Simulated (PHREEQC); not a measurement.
Dissolve 0.0011 mol/kgw H3PO4 and 0.014 mol/kgw NH3 at 85 °C. Closed to the air; pH follows from the charge balance.

Model: ion-association model, phreeqc.dat, run in PHREEQC.

Each row changes one thing in this solution. Precipitation was switched off in this run.

```csv
case,pH,ionic strength (mol/kgw),NH3 (mol/kgw),NH4+ (mol/kgw),H2PO4- (mol/kgw),PO4-3 (mol/kgw)
as made,8.47,0.00333,0.0117,0.00227,3.55e-5,5.52e-7
NH3 replaced by (NH4)2CO3 at the same molality,7.69,0.0166,0.0124,0.0156,0.000153,1.21e-7
H3PO4 from 0.0011 to 0.00099 mol/kgw,8.52,0.00303,0.0119,0.00206,2.91e-5,5.46e-7
H3PO4 from 0.0011 to 0.00011 mol/kgw,9.08,0.000725,0.0134,0.000615,1.00e-6,1.89e-7
H3PO4 from 0.0011 to 0.0022 mol/kgw,8.12,0.00636,0.00970,0.00430,0.000143,5.41e-7
H3PO4 replaced by NaH2PO4 at the same molality,8.76,0.00346,0.0127,0.00128,1.86e-5,1.08e-6
0.0012 mol/kgw TMAH added,8.79,0.00348,0.0128,0.00120,1.73e-5,1.17e-6
temperature from 85 to 40 °C,9.54,0.00341,0.0117,0.00231,3.85e-6,3.18e-6
NH3 from 0.014 to 0.07 mol/kgw,9.16,0.00379,0.0673,0.00269,7.40e-6,2.81e-6
```

Species that the database lacks are ignored. Carbamate, which ammonia and carbonate form, is missing from the database. At this temperature some constants are extrapolated from 25 °C, and those without enthalpy data are left unchanged.
